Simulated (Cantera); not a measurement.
Cantera run, input and output.

```python
import numpy as np
import cantera as ct

surf = ct.Interface("ptcombust.yaml", "Pt_surf")
gas = surf.adjacent["gas"]
gas.TPX = 800, 500000, {'CO': 0.0036, 'O2': 0.059, 'N2': 0.79}
surf.TP = 800, 500000
reactor = ct.FlowReactor(gas, clone=False)
reactor.area = 0.0001  # m2
reactor.surface_area_to_volume_ratio = 1100  # 1/m
reactor.mass_flow_rate = 0.11 * reactor.area * gas.density  # inlet velocity 0.11 m/s
reactor.energy_enabled = False
wall = ct.ReactorSurface(surf, reactor, clone=False)
net = ct.ReactorNet([reactor])
net.rtol, net.atol = 1e-8, 1e-16
show, cover = ['CO', 'O2', 'H2O', 'CO2'], ['PT(S)', 'H(S)', 'O(S)', 'OH(S)', 'CO(S)', 'C(S)']

rows = []
print(f"{'z/m':>9s}{'u/(m/s)':>9s}" + "".join(f"{s:>13s}" for s in show + cover))
for z in [0.00017, 0.00037, 0.00079, 0.0017, 0.0037, 0.0079, 0.017]:
    net.advance(z)
    rows.append([reactor.speed, *gas[show].X, *surf[cover].coverages])
    print(f"{z:9.4g}{rows[-1][0]:9.3g}" + "".join(f"{x:13.4e}" for x in rows[-1][1:]))
```

Result:

```
      z/m  u/(m/s)           CO           O2          H2O          CO2        PT(S)         H(S)         O(S)        OH(S)        CO(S)         C(S)
  0.00017     0.11   1.8284e-03   6.8084e-02  -3.6074e-30   2.3990e-03   2.8847e-02  -1.5429e-24   9.7015e-01   1.5060e-19   9.9865e-04   9.7966e-17
  0.00037     0.11   1.1517e-03   6.7768e-02   4.1591e-30   3.0771e-03   2.5457e-02   2.0234e-24   9.7405e-01   2.6910e-19   4.8805e-04   4.2082e-17
  0.00079     0.11   5.2612e-04   6.7476e-02   5.8563e-31   3.7041e-03   2.3230e-02   1.3371e-24   9.7658e-01   6.6438e-19   1.8519e-04   1.4533e-17
   0.0017     0.11   1.2014e-04   6.7287e-02  -1.2829e-30   4.1109e-03   2.2075e-02   1.2867e-26   9.7789e-01   5.8910e-21   3.8135e-05   2.8401e-18
   0.0037     0.11   5.5965e-06   6.7233e-02  -4.9113e-32   4.2257e-03   2.1780e-02   5.9746e-26   9.7822e-01   3.5272e-20   1.7288e-06   1.2699e-19
   0.0079     0.11   9.4338e-09   6.7231e-02  -6.6341e-34   4.2313e-03   2.1766e-02   5.1484e-26   9.7823e-01   3.0316e-20   2.9104e-09   2.1364e-22
    0.017     0.11   9.2745e-15   6.7231e-02   1.4090e-34   4.2313e-03   2.1766e-02   5.3169e-26   9.7823e-01   3.1300e-20   2.8227e-15   2.0591e-28
```

Cantera simulation using Deutschmann's 1995 Pt surface mechanism with GRI-Mech 3.0 gas chemistry; the numbers are that mechanism's predictions, not measurements. Catalytic surfaces can have several steady states; this one follows from the mechanism file's or the stated starting coverage. Mass transfer to the wall is taken as infinitely fast.
